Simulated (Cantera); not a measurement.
A Cantera script and what it prints.

```python
import numpy as np
import cantera as ct

gas_names = [...]  # 47 gases of nasa_gas.yaml made of Cl, H, N, O, Si
cond_names = """
    H2O(s) H2O(L) NH4CL(a) NH4CL(b) Si(cr) Si(L) SiO2(Lqz) SiO2(hqz) SiO2(L) Si2N2O(s) Si3N4(a)
""".split()


# ... load() reads the species with a 1 bar reference pressure and builds the phases ...
atoms = {
    'SiH2Cl2': {'Si': 1, 'H': 2, 'CL': 2},
    'N2O': {'N': 2, 'O': 1},
    'N2': {'N': 2},
    'O3': {'O': 3},
}
top_T = {'Si2N2O(s)': 2100, 'Si3N4(a)': 2400}  # K; cautious upper limits of use, not melting points


# ... equilibrate(T, P, feed) seeds the gas with the atoms and calls Mixture.equilibrate('TP', solver="vcs", rtol=1e-11, max_steps=5000) ...
results = []
feed = {'SiH2Cl2': 1, 'N2O': 10, 'N2': 21, 'O3': 0.076}  # mol
P = 3300  # Pa
for T in [675, 775, 875, 975, 1075, 1175, 1275, 1375, 1475, 1575, 1675, 1775, 1875, 1975]:
    mix = equilibrate(T, P, feed)
    results.append((T, P, feed, dict(zip(mix.species_names, mix.species_moles))))
    x = sorted(zip(gas.X, gas.species_names), reverse=True)
    print(f"T = {T:g} K  P = {P:g} Pa  gas = {mix.phase_moles(0):.4g} mol")
    print("   x: " + "  ".join(f"{s} {v:.3e}" for v, s in x if v > 1e-05))
    print("   condensed (mol): " + ("  ".join(f"{mix.phase(i).name} {mix.phase_moles(i):.4g}"
          for i in range(1, mix.n_phases) if mix.phase_moles(i) > 1e-12) or "none"))
```

Result:

```
T = 675 K  P = 3300 Pa  gas = 36.81 mol
   x: N2 8.421e-01  O2 1.035e-01  HCL 2.139e-02  H2O 1.647e-02  CL2 1.647e-02
   condensed (mol): SiO2(Lqz) 1
T = 775 K  P = 3300 Pa  gas = 36.89 mol
   x: N2 8.403e-01  O2 1.055e-01  HCL 3.029e-02  H2O 1.196e-02  CL2 1.196e-02
   condensed (mol): SiO2(Lqz) 1
T = 875 K  P = 3300 Pa  gas = 36.95 mol
   x: N2 8.389e-01  O2 1.070e-01  HCL 3.679e-02  H2O 8.665e-03  CL2 8.653e-03  CL 2.359e-05
   condensed (mol): SiO2(hqz) 1
T = 975 K  P = 3300 Pa  gas = 37 mol
   x: N2 8.379e-01  O2 1.080e-01  HCL 4.118e-02  H2O 6.440e-03  CL2 6.382e-03  CL 1.164e-04  NO 1.745e-05
   condensed (mol): SiO2(hqz) 1
T = 1075 K  P = 3300 Pa  gas = 37.03 mol
   x: N2 8.372e-01  O2 1.086e-01  HCL 4.402e-02  H2O 4.995e-03  CL2 4.785e-03  CL 4.203e-04  NO 4.993e-05
   condensed (mol): SiO2(hqz) 1
T = 1175 K  P = 3300 Pa  gas = 37.06 mol
   x: N2 8.364e-01  O2 1.089e-01  HCL 4.569e-02  H2O 4.137e-03  CL2 3.543e-03  CL 1.186e-03  NO 1.194e-04
   condensed (mol): SiO2(hqz) 1
T = 1275 K  P = 3300 Pa  gas = 37.09 mol
   x: N2 8.356e-01  O2 1.089e-01  HCL 4.631e-02  H2O 3.804e-03  CL 2.695e-03  CL2 2.455e-03  NO 2.486e-04
   condensed (mol): SiO2(hqz) 1
T = 1375 K  P = 3300 Pa  gas = 37.13 mol
   x: N2 8.346e-01  O2 1.085e-01  HCL 4.583e-02  CL 5.000e-03  H2O 4.011e-03  CL2 1.512e-03  NO 4.647e-04
   condensed (mol): SiO2(hqz) 1
T = 1475 K  P = 3300 Pa  gas = 37.17 mol
   x: N2 8.336e-01  O2 1.079e-01  HCL 4.429e-02  CL 7.831e-03  H2O 4.743e-03  CL2 8.349e-04  NO 7.966e-04  OH 2.712e-05  CLO 1.187e-05
   condensed (mol): SiO2(hqz) 1
T = 1575 K  P = 3300 Pa  gas = 37.21 mol
   x: N2 8.325e-01  O2 1.069e-01  HCL 4.193e-02  CL 1.093e-02  H2O 5.875e-03  NO 1.273e-03  CL2 4.409e-04  OH 7.000e-05  O 1.927e-05  CLO 1.457e-05
   condensed (mol): SiO2(hqz) 1
T = 1675 K  P = 3300 Pa  gas = 37.24 mol
   x: N2 8.314e-01  O2 1.058e-01  HCL 3.904e-02  CL 1.417e-02  H2O 7.244e-03  NO 1.920e-03  CL2 2.345e-04  OH 1.629e-04  O 6.115e-05  CLO 1.683e-05
   condensed (mol): SiO2(hqz) 1
T = 1775 K  P = 3300 Pa  gas = 37.28 mol
   x: N2 8.301e-01  O2 1.044e-01  HCL 3.588e-02  CL 1.749e-02  H2O 8.702e-03  NO 2.759e-03  OH 3.438e-04  O 1.702e-04  CL2 1.284e-04  CLO 1.870e-05
   condensed (mol): SiO2(L) 1
T = 1875 K  P = 3300 Pa  gas = 37.32 mol
   x: N2 8.287e-01  O2 1.027e-01  HCL 3.261e-02  CL 2.081e-02  H2O 1.013e-02  NO 3.807e-03  OH 6.655e-04  O 4.244e-04  CL2 7.270e-05  CLO 2.020e-05  H2 1.833e-05  H 1.545e-05
   condensed (mol): SiO2(L) 1
T = 1975 K  P = 3300 Pa  gas = 37.37 mol
   x: N2 8.270e-01  O2 1.008e-01  HCL 2.935e-02  CL 2.406e-02  H2O 1.141e-02  NO 5.070e-03  OH 1.193e-03  O 9.627e-04  H 5.173e-05  H2 4.716e-05  CL2 4.258e-05  CLO 2.134e-05
   condensed (mol): SiO2(L) 0.9996
```

Method: chemical equilibrium by Gibbs-energy minimisation in Cantera with the NASA 1993 tables (ideal gas, pure condensed phases). The tables hold silica as quartz up to 1696 K and as liquid above; real silica turns to tridymite and cristobalite and melts near 1996 K.
